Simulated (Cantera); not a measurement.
Charge: 1 mol SiHCl3, 1.4 mol HCl, a varied amount of H2, at 1625 K and 1330 Pa.

Cantera equilibrium calculation (NASA polynomials, part measured and part estimated; ideal gas, pure solids and liquids). Candidate condensed phases: Si; 19 gas species. Kinetics and transport are ignored.

Task: At 810 mol H2, list the 4 most abundant gas species with their mole fractions, and the condensed phases.

Result: H2 0.994, HCl 0.00521, H 0.000609, SiCl2 9.57e-5. Condensed: Si(s).
